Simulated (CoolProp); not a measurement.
The fluid at 298.15 K and 0.0492 MPa (gas) is heated at constant pressure to 436.6 K. The same conditions are run with several fluids, on thermodynamics alone (safety and materials aside).

Values from CoolProp's reference Helmholtz-energy equation of state of each fluid (R1336mzz(Z): McLinden 2020; R507A: Lemmon 2003; n-perfluorobutane: Gao 2022; carbon dioxide: Span 1996; dry air: Lemmon 2000). Blends and air are pseudo-pure fits.

| fluid | heat (kJ/kg) | final density (kg/m³) |
|---|---|---|
| R1336mzz(Z) | 134 | 2.24 |
| R507A | 135 | 1.34 |
| n-perfluorobutane | 128 | 3.24 |
| carbon dioxide | 126 | 0.597 |
| dry air | 140 | 0.393 |
